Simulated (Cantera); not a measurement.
## borazine + H₂ + H₂O (boron, boron nitride and boron oxide)

Charge: 1 mol borazine, 14 mol H₂, 7.6 mol H₂O, equilibrated at 1327 °C and 1.00 bar.

These are equilibrium values from Cantera (NASA tables, ideal gas, pure condensed phases), not measurements of a reactor. Candidate condensed phases: B, BN, B₂O₃, B₃O₃H₃, H₂O; 39 gas species. The feed counts by its element totals alone. Gases not in the tables: H₃BO₃. Rates play no part.

The x(H₂) comes out as 0.816. The x(H₂O) is 0.108. The x(N₂) is 0.0569. The x(HBO₂) is 0.0182, the x(B₂O₃) is 0.000147 and the x(HBO) is 0.000134. The x((HBO₂)₃) comes out as 0.000130 and the x(H) is 4.91e-5. The x(NH₃) is 8.21e-6 and the n(B₂O₃(l)) is 1.25 mol. The gas amount is 26.34 mol and the log10 activity of B(s) (absent) comes out as -5.46. The log10 activity of B₃O₃H₃(s) (absent) is -11.73.
